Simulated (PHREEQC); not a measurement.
## Sulfide liquor: an equilibrium model

Dissolve 0.015 mol/kgw Na2S, 0.97 mol/kgw HCl and 0.38 mol/kgw NiCl2 at 25 °C. Closed to the air; pH follows from the charge balance.

Computed with PHREEQC (ion-association model, wateq4f.dat).

Each row changes one thing in this solution. Precipitation was switched off in this run.

| case | pH | ionic strength (mol/kgw) | Cl- (mol/kgw) | NiCl2 (mol/kgw) | Ni+2 (mol/kgw) | HS- (mol/kgw) | SI of Millerite (NiS) | SI of Halite (NaCl) |
|---|---|---|---|---|---|---|---|---|
| as made | 0.16 | 1.35 | 1.26 | 0.180 | 0.0922 | 6.09e-9 | -1.57 | -3.37 |
| Na2S from 0.015 to 0.003 mol/kgw | 0.15 | 1.35 | 1.26 | 0.180 | 0.0922 | 1.19e-9 | -2.29 | ? |
| Na2S from 0.015 to 0.0075 mol/kgw | 0.15 | 1.35 | 1.26 | 0.180 | 0.0922 | ? | -1.89 | -3.67 |
| HCl from 0.97 to 0.194 mol/kgw | 0.91 | 0.878 | 0.682 | 0.0891 | 0.197 | 2.91e-8 | +0.03 | -3.64 |
| Na2S from 0.015 to 0.075 mol/kgw | 0.22 | 1.35 | 1.26 | 0.180 | 0.0922 | 3.49e-8 | -0.75 | -2.67 |
| temperature from 25 to 45 °C | 0.17 | 1.36 | 1.27 | 0.177 | ? | 1.03e-8 | -1.46 | -3.43 |
| 0.16 mol/kgw LiOH added | 0.24 | 1.35 | 1.26 | 0.180 | 0.0922 | 7.33e-9 | -1.41 | -3.37 |

Question: Some entries are withheld; supply them.

Answer: 
- Na2S from 0.015 to 0.003 mol/kgw, SI of Halite (NaCl): -4.07
- Na2S from 0.015 to 0.0075 mol/kgw, HS- (mol/kgw): 2.99e-9
- temperature from 25 to 45 °C, Ni+2 (mol/kgw): 0.0949

The ionic strength passes 0.7 mol/kgw, the rough limit of the ion-association models, in every such run. Constants without temperature data keep their 25 °C values here. The polysulfide entries of wateq4f.dat were taken out for this run.
